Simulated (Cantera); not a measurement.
An isothermal, constant-pressure homogeneous reactor starts with N2O : H2 : N2 = 1 : 0.024 : 7 (molar parts), at 1548 K and 0.170 bar. Integrator tolerance rtol = 1e-08.

Detailed kinetics in Cantera: GRI-Mech 3.0 (53 species, 325 reactions). GRI-Mech 3.0 was tuned for natural gas; its chemistry of N2O as a main component is partial and can be far from experiment. The temperature is held fixed by assumption; the heat of reaction is taken as removed at once.

Problem. What does this change do: pressure from 0.170 bar to 0.400 bar?

Solution. 
```csv
quantity,before,after
x(N2O) at 40.0 s,2.00e-7 (gas-phase equilibrium 2.39e-8),2.03e-7 (gas-phase equilibrium 3.66e-8)
x(H2) at 40.0 s,1.14e-7 (gas-phase equilibrium 1.01e-7),7.38e-8 (gas-phase equilibrium 6.61e-8)
x(NO) at 40.0 s,0.0237 (gas-phase equilibrium 0.000877),0.0228 (gas-phase equilibrium 0.000877)
x(O) at 40.0 s,3.98e-6 (gas-phase equilibrium 4.44e-6),2.61e-6 (gas-phase equilibrium 2.90e-6)
x(O2) at 40.0 s,0.0455 (gas-phase equilibrium 0.0569),0.0459 (gas-phase equilibrium 0.0569)
x(H2O) at 40.0 s,0.00281 (gas-phase equilibrium 0.00281),0.00281 (gas-phase equilibrium 0.00281)
```

Problem. What does this change do: N2 7 to 0.75 parts?

Solution. 
```
quantity                                           before                                    after
----------------  ---------------------------------------  ---------------------------------------
x(N2O) at 40.0 s  2.00e-7 (gas-phase equilibrium 2.39e-8)  2.54e-6 (gas-phase equilibrium 3.82e-8)
x(H2) at 40.0 s   1.14e-7 (gas-phase equilibrium 1.01e-7)  2.22e-7 (gas-phase equilibrium 1.96e-7)
x(NO) at 40.0 s   0.0237 (gas-phase equilibrium 0.000877)   0.0922 (gas-phase equilibrium 0.00155)
x(O) at 40.0 s    3.98e-6 (gas-phase equilibrium 4.44e-6)  7.70e-6 (gas-phase equilibrium 8.63e-6)
x(O2) at 40.0 s     0.0455 (gas-phase equilibrium 0.0569)      0.169 (gas-phase equilibrium 0.215)
x(H2O) at 40.0 s  0.00281 (gas-phase equilibrium 0.00281)    0.0106 (gas-phase equilibrium 0.0106)
```

Problem. What does this change do: pressure from 0.170 bar to 0.0133 bar?

Solution. 
```json
[
 {"quantity": "x(N2O) at 40.0 s", "before": "2.00e-7 (gas-phase equilibrium 2.39e-8)", "after": "1.78e-7 (gas-phase equilibrium 6.69e-9)"},
 {"quantity": "x(H2) at 40.0 s", "before": "1.14e-7 (gas-phase equilibrium 1.01e-7)", "after": "4.08e-7 (gas-phase equilibrium 3.61e-7)"},
 {"quantity": "x(NO) at 40.0 s", "before": "0.0237 (gas-phase equilibrium 0.000877)", "after": "0.0245 (gas-phase equilibrium 0.000877)"},
 {"quantity": "x(O) at 40.0 s", "before": "3.98e-6 (gas-phase equilibrium 4.44e-6)", "after": "1.42e-5 (gas-phase equilibrium 1.59e-5)"},
 {"quantity": "x(O2) at 40.0 s", "before": "0.0455 (gas-phase equilibrium 0.0569)", "after": "0.0450 (gas-phase equilibrium 0.0569)"},
 {"quantity": "x(H2O) at 40.0 s", "before": "0.00281 (gas-phase equilibrium 0.00281)", "after": "0.00280 (gas-phase equilibrium 0.00280)"}
]
```
Radical loss at walls, strong at low pressure, is not modelled.
